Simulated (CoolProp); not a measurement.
A single-stage vapour-compression cycle with R141b: evaporating at 279.15 K (dew point), condensing at 331.15 K (bubble point), superheat 8 K, subcooling 8 K, compressor efficiency 0.65, no pressure losses. Each further row changes one setting.

Values from CoolProp's reference Helmholtz-energy equation of state, Lemmon 2006. It is a short technical equation, of lower accuracy than the large ones.

```
case                              cooling COP  pressure ratio  discharge temperature (K)  refrigerating effect (kJ/kg)  volumetric capacity (kJ/m³)
--------------------------------  -----------  --------------  -------------------------  ----------------------------  ---------------------------
as stated                                3.10            6.33                      367.6                           190                          347
evaporating temperature 284.15 K         3.55            5.12                      363.8                           193                          431
condensing temperature 326.15 K          3.49            5.46                      361.0                           196                          358
subcooling 13 K                          3.19            6.33                      367.6                           196                          358
superheat 18 K                           3.11            6.33                      378.7                           197                          348
compressor efficiency 0.55               2.62            6.33                      380.1                           190                          347
```
